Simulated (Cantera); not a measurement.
An isothermal, constant-pressure homogeneous reactor starts with 4.83 % H2, 7.32 % O2, 87.8 % N2, at 1275 K and 0.133 bar.

Model: GRI-Mech 3.0 (53 species, 325 reactions), integrated in Cantera. The temperature is held fixed by assumption; the heat of reaction is taken as removed at once.

One state of this run: x H2 = 0.00283; x O2 = 0.0498; x HO2 = 3.02e-6; x O = 0.00653; x NO2 = 1.85e-10; x NO = 4.26e-6; x OH = 0.00184. x: mole fraction; the columns are a selection and need not sum to one.

Q: Which value of t (s) does it belong to?
(A) 0.00215
(B) 5.99e-5
(C) 1.00e-5
(D) 0.0774

A: A, 0.00215
